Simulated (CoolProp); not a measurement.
Nitrogen at several states: Z from the reference equation and from simpler models built on Tc = -147.0 °C, pc = 3396 kPa, ω = 0.037; each cubic takes its own stable root.

Model: reference Helmholtz-energy equation of state, Span 2000, in CoolProp.

```csv
T (°C),p (kPa),phase,reference
454.15,12400,supercritical,1.053
114.05,17700,supercritical,1.076
480.95,377,gas,1.002
237.55,10,gas,1.000
```

Problem. How far does each simpler model (Pitzer virial, Redlich-Kwong, Soave-Redlich-Kwong, Peng-Robinson) lie from the reference over these 4 states: mean and median of the absolute difference, and the worst?

Solution. 
- Pitzer virial: mean 1.4 %, median 0.7 %, worst -4.3 % at 114.05 °C and 17700 kPa
- Redlich-Kwong: mean 1.0 %, median 0.8 %, worst -2.4 % at 114.05 °C and 17700 kPa
- Soave-Redlich-Kwong: mean 0.3 %, median 0.0 %, worst +1.1 % at 114.05 °C and 17700 kPa
- Peng-Robinson: mean 0.8 %, median 0.5 %, worst -2.0 % at 114.05 °C and 17700 kPa
